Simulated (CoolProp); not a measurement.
The numbers come from the reference Helmholtz-energy equation of state, Jacobsen 1992 in CoolProp.

For R11, give the phase and the Z, cv (kJ/(kg K)), expansivity (1/kK) at 277.3 K and 29.4 bar; 277.3 K and 162 bar.


- 277.3 K and 29.4 bar: liquid; Z 0.114, cv 0.589, expansivity 1.45
- 277.3 K and 162 bar: liquid; Z 0.620, cv 0.589, expansivity 1.29
